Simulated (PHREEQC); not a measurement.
PHREEQC input (ion-association model, wateq4f.dat):

```
SOLUTION_MASTER_SPECIES
  An  An-  0  An  62.0  # stands for a non-complexing anion
SOLUTION_SPECIES
  An- = An-
    -log_k 0
    -gamma 3.0 0
PHASES
  Fix_H+
    H+ = H+
    -log_k 0
SOLUTION 1
  temp 25
  units mmol/kgw
  pH 7 charge
  Cl 0.0064
  Ba 0.0032
  Na 100
  An 100
END
SELECTED_OUTPUT 1
  -reset false
  -pH true
  -pe true
  -ionic_strength true
  -water true
  -totals Ba Cl Na
  -molalities Hfo_wOH Hfo_wOH2+ Hfo_wO- Hfo_sOH Hfo_sOH2+ Hfo_sO- Hfo_sOHBa+2 Hfo_wOBa+
  -saturation_indices Halite
USER_PUNCH 1
  -headings sigma psi
  10 PUNCH EDL("sigma", "Hfo"), EDL("psi", "Hfo")
PRINT
  -reset false
USE solution 1
SURFACE 1
  Hfo_wOH 0.000786517 600 0.35
  Hfo_sOH 1.96629e-05
EQUILIBRIUM_PHASES 1
  Fix_H+ -4 HAn 10
    -force_equality true
  O2(g) -0.68 10
END
# ... the last block is repeated for the other 16 points of pH, with NaOH or the acid as the point needs
```

Selected output (columns that matter, 17 of 17 rows; pH added in front):

```
pH	mu	Ba	Cl	Na	m_Hfo_wOH	m_Hfo_wOH2+	m_Hfo_wO-	m_Hfo_sOH	m_Hfo_sOH2+	m_Hfo_sO-	m_Hfo_sOHBa+2	si_Halite	sigma	psi
4	0.10048	3.2e-06	6.4e-06	0.1	0.00010471	0.00068144	3.6856e-07	2.6176e-06	1.7036e-05	9.214e-09	1.0109e-11	-7.9994	0.32077	0.1465
4.5	0.10035	3.2e-06	6.4e-06	0.1	0.00020445	0.00058042	1.6498e-06	5.1112e-06	1.451e-05	4.1245e-08	3.7575e-11	-7.9993	0.27259	0.13824
5	0.10025	3.1998e-06	6.4e-06	0.1	0.0003205	0.00046091	5.1055e-06	8.0124e-06	1.1523e-05	1.2764e-07	1.5119e-10	-7.9992	0.21468	0.12613
5.5	0.10019	3.1993e-06	6.4e-06	0.1	0.00042553	0.0003491	1.1883e-05	1.0638e-05	8.7273e-06	2.9705e-07	6.5328e-10	-7.9992	0.15882	0.11098
6	0.10013	3.197e-06	6.4e-06	0.1	0.00050489	0.00025908	2.254e-05	1.262e-05	6.4761e-06	5.6342e-07	3.0304e-09	-7.9991	0.11141	0.093452
6.5	0.10009	3.1847e-06	6.4e-06	0.1	0.0005565	0.00019332	3.6698e-05	1.3902e-05	4.8293e-06	9.1673e-07	1.5243e-08	-7.9991	0.07378	0.073896
7	0.10006	3.117e-06	6.4e-06	0.1	0.00058542	0.00014807	5.3024e-05	1.4574e-05	3.6861e-06	1.32e-06	8.2913e-08	-7.9991	0.044836	0.052472
7.5	0.10003	2.759e-06	6.4e-06	0.1	0.00059917	0.00011714	7.0206e-05	1.4643e-05	2.863e-06	1.7158e-06	4.4065e-07	-7.9991	0.0225	0.029508
8	0.10001	1.6265e-06	6.4e-06	0.1	0.00060368	9.4269e-05	8.8562e-05	1.3886e-05	2.1684e-06	2.0371e-06	1.5716e-06	-7.999	0.0041278	0.005705
8.5	0.10003	4.6771e-07	6.4e-06	0.10004	0.00060132	7.5556e-05	0.00010963	1.2947e-05	1.6268e-06	2.3606e-06	2.728e-06	-7.9989	-0.013487	-0.018289
9	0.10006	8.8734e-08	6.4e-06	0.10009	0.00059133	5.8693e-05	0.00013648	1.2449e-05	1.2356e-06	2.8733e-06	3.1049e-06	-7.9987	-0.03364	-0.041809
9.5	0.10011	1.6775e-08	6.4e-06	0.10018	0.00056919	4.2442e-05	0.00017487	1.1933e-05	8.8975e-07	3.666e-06	3.1746e-06	-7.9984	-0.059206	-0.064038
10	0.10024	3.6944e-09	6.4e-06	0.10034	0.00052771	2.7592e-05	0.0002312	1.1057e-05	5.7812e-07	4.8442e-06	3.1839e-06	-7.9978	-0.092587	-0.084498
10.5	0.10057	1.0058e-09	6.4e-06	0.10072	0.00046019	1.5616e-05	0.00031068	9.6445e-06	3.2727e-07	6.5111e-06	3.1799e-06	-7.9964	-0.13549	-0.10297
11	0.10152	3.6016e-10	6.4e-06	0.10173	0.00036454	7.3429e-06	0.0004146	7.6457e-06	1.5401e-07	8.6955e-06	3.1676e-06	-7.9927	-0.18813	-0.11915
11.5	0.10443	1.9121e-10	6.3999e-06	0.1047	0.00024807	2.6315e-06	0.00053574	5.212e-06	5.5287e-08	1.1256e-05	3.1397e-06	-7.9823	-0.2472	-0.13225
12	0.1136	1.8993e-10	6.3999e-06	0.11393	0.00013219	6.1246e-07	0.00065358	2.7898e-06	1.2926e-08	1.3794e-05	3.066e-06	-7.952	-0.30349	-0.14055
```
